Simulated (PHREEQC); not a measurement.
Make-up at 35 °C: 0.055 mol Cu(NO3)2 and 0.12 mol KCl per kg of water. Closed to the air; pH follows from the charge balance.

Computed with PHREEQC (ion-association model, wateq4f.dat).

```json
[
 {"quantity": "pH", "before": "4.29", "after": "4.19"},
 {"quantity": "ionic strength (mol/kgw)", "before": "0.271", "after": "0.265"}
]
```

Name the change that produced these shifts.
A. KCl from 0.12 to 1.2 mol/kgw
B. Cu(NO3)2 from 0.055 to 0.11 mol/kgw
C. temperature from 35 to 45 °C
D. KCl replaced by KHF2 at the same molality
E. KCl left out

C, temperature from 35 to 45 °C

No solid was allowed to form. Some of these states are supersaturated (in Atacamite, for instance). Constants without temperature data keep their 25 °C values here.
